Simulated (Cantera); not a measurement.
A perfectly stirred reactor is fed with H2 : O2 : N2 = 0.32 : 1 : 4.7 (molar parts), equivalence ratio 0.16, at 0.474 atm; it is held at 923 K, and followed from long to short residence time.

Computed with Cantera and GRI-Mech 3.0 (53 species, 325 reactions). Below about 950 K walls govern HO2 and H2O2 in real vessels. The temperature is held fixed by assumption; the heat of reaction is taken as removed at once.

What does this change do: pressure from 0.474 atm to 0.109 atm?


```csv
quantity,before,after
x(H2) at τ = 7.90 s,0.00301,0.000283
x(O2) at τ = 7.90 s,0.145,0.143
x(H2O2) at τ = 7.90 s,7.13e-5,3.23e-7
x(NO) at τ = 7.90 s,5.19e-11,3.06e-9
x(N2O) at τ = 7.90 s,4.92e-8,5.97e-8
x(H2) at τ = 90.0 ms,0.0161,0.00304
x(O2) at τ = 90.0 ms,0.150,0.145
x(H2O2) at τ = 90.0 ms,9.27e-5,6.15e-7
x(NO) at τ = 90.0 ms,3.05e-10,1.66e-8
x(N2O) at τ = 90.0 ms,8.45e-9,1.34e-8
```
Radical loss at walls, strong at low pressure, is not modelled.

What does this change do: 0.51 parts H2O added?


```json
[
 {"quantity": "x(H2) at τ = 7.90 s", "before": "0.00301", "after": "0.00422"},
 {"quantity": "x(O2) at τ = 7.90 s", "before": "0.145", "after": "0.134"},
 {"quantity": "x(H2O2) at τ = 7.90 s", "before": "7.13e-5", "after": "8.58e-5"},
 {"quantity": "x(NO) at τ = 7.90 s", "before": "5.19e-11", "after": "1.12e-11"},
 {"quantity": "x(N2O) at τ = 7.90 s", "before": "4.92e-8", "after": "3.05e-8"},
 {"quantity": "x(H2) at τ = 90.0 ms", "before": "0.0161", "after": "0.0425"},
 {"quantity": "x(O2) at τ = 90.0 ms", "before": "0.150", "after": "0.150"},
 {"quantity": "x(H2O2) at τ = 90.0 ms", "before": "9.27e-5", "after": "0.000320"},
 {"quantity": "x(NO) at τ = 90.0 ms", "before": "3.05e-10", "after": "1.41e-12"},
 {"quantity": "x(N2O) at τ = 90.0 ms", "before": "8.45e-9", "after": "7.25e-10"}
]
```
